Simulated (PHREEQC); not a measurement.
0.011 g of hydrous ferric oxide (600 m²/g; 0.2 weak and 0.005 strong sites per Fe, Dzombak-Morel constants, diffuse double layer) in 1 kg of water with 0.05 mol/kgw of an inert sodium salt, at 25 °C; the pH is set by adding NaOH or the inert anion's acid. Oxygen alone is held at its pressure in air (log pO2 = -0.68). CO2 from the air is kept out. Nothing may precipitate in this run.

The numbers come from PHREEQC with the ion-association model, wateq4f.dat.

```csv
pH,surface charge σ (C/m²),surface potential ψ (mV)
4,0.294,160
4.67,0.218,145
5.33,0.146,124
6,0.089,99
6.67,0.049,71
7.33,0.022,40
8,0.003,6
8.67,-0.015,-29
9.33,-0.039,-61
10,-0.074,-90
10.67,-0.126,-116
11.33,-0.195,-138
12,-0.281,-152
```
